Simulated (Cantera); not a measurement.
Input: 1 mol SiO2, 1.2 mol NF3, 0.46 mol H2, equilibrated at 825 °C and 133 Pa.

Cantera equilibrium calculation (NASA polynomials, part measured and part estimated; ideal gas, pure solids and liquids). Candidate condensed phases: H2O, Si, SiO2, Si2N2O, Si3N4; 58 gas species. The numbers say what is thermodynamically allowed, not how fast it happens.

Base state: HF 0.306, SiF4 0.239, O2 0.235, N2 0.211, H2O 0.00836, NO 4.57e-5 (mole fractions); condensed: SiO2(β-quartz).

**Question.** What changes in the equilibrium state with this change: temperature from 825 °C to 1400 °C?

**Answer.** 
| species | before | after |
|---|---|---|
| HF | 0.306 | 0.319 |
| SiF4 | 0.239 | 0.235 |
| O2 | 0.235 | 0.233 |
| H2O | 0.00836 | 0.00117 |
| N2 | 0.211 | 0.209 |
| SiF3 | <1e-9 | 5.13e-5 |
| F | 4.49e-9 | 8.36e-5 |
| O | 3.16e-8 | 0.000442 |
| OH | 1.03e-6 | 0.000176 |
| SiO2(β-quartz), mol | 0.318 | 0.328 |
The tables' values for SiF3 are old estimates; treat these amounts as uncertain. The tables hold silica as quartz up to 1696 K and as liquid above; real silica turns to tridymite and cristobalite and melts near 1996 K.
